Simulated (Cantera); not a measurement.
Input (Python, Cantera) and output of one run.

```python
import numpy as np
import cantera as ct

gas_names = [...]  # 136 gases of nasa_gas.yaml made of C, H, N, O
cond_names = """
    C(gr) C6H6(L) C7H8(L) C8H18(L),n-octa H2O(s) H2O(L)
""".split()


# ... load() reads the species with a 1 bar reference pressure and builds the phases ...
atoms = {
    'CO': {'C': 1, 'O': 1},
    'NH3': {'N': 1, 'H': 3},
    'N2': {'N': 2},
}
top_T = {'C(gr)': 4500}  # K; cautious upper limits of use, not melting points


# ... equilibrate(T, P, feed) seeds the gas with the atoms and calls Mixture.equilibrate('TP', solver="vcs", rtol=1e-11, max_steps=5000) ...
results = []
T = 1798.15  # K
P = 20000  # Pa
for m in [0.68, 1.6, 2.5, 3.4, 4.3, 5.2, 6.1, 7.1, 8, 8.9, 9.8]:
    feed = {'CO': 1, 'NH3': 0.024, 'N2': m}  # mol
    mix = equilibrate(T, P, feed)
    results.append((T, P, feed, dict(zip(mix.species_names, mix.species_moles))))

top = {s: max(r[3][s] / sum(r[3][g] for g in gas_names) for r in results) for s in gas_names}
cols = sorted((s for s in top if top[s] > 1e-05), key=lambda s: -top[s])[:8]
seen = [c for c in cond_names if any(r[3].get(c, 0) > 1e-12 for r in results)]
print("log10 of partial pressures in bar; condensed amounts in mol")
print(f"{'n(N2)':>10s}" + "".join(f"{s[:9]:>10s}" for s in cols + seen))
for T, P, feed, n in results:
    ng = sum(n[g] for g in gas_names)
    print(f"{feed['N2']:10.4g}" + "".join(f"{np.log10(max(n[s] / ng * P / 1e5, 1e-99)):10.3f}" for s in cols)
          + "".join(f"{n.get(c, 0):10.4g}" for c in seen))
```

It prints:

```
log10 of partial pressures in bar; condensed amounts in mol
     n(N2)        N2        CO        H2         H       HCN       CO2
      0.68    -1.096    -0.937    -2.382    -4.644    -4.956    -4.995
       1.6    -0.915    -1.122    -2.568    -4.737    -5.142    -5.181
       2.5    -0.849    -1.249    -2.695    -4.800    -5.284    -5.324
       3.4    -0.814    -1.347    -2.793    -4.850    -5.398    -5.438
       4.3    -0.792    -1.427    -2.874    -4.890    -5.493    -5.532
       5.2    -0.778    -1.495    -2.941    -4.923    -5.574    -5.613
       6.1    -0.767    -1.553    -3.000    -4.953    -5.644    -5.684
       7.1    -0.758    -1.610    -3.057    -4.981    -5.713    -5.752
         8    -0.752    -1.656    -3.103    -5.004    -5.769    -5.808
       8.9    -0.747    -1.697    -3.144    -5.025    -5.819    -5.858
       9.8    -0.743    -1.734    -3.182    -5.044    -5.865    -5.904
```

Equilibrium computed with Cantera from the NASA thermochemical tables; the gas is ideal and each condensed phase is pure.
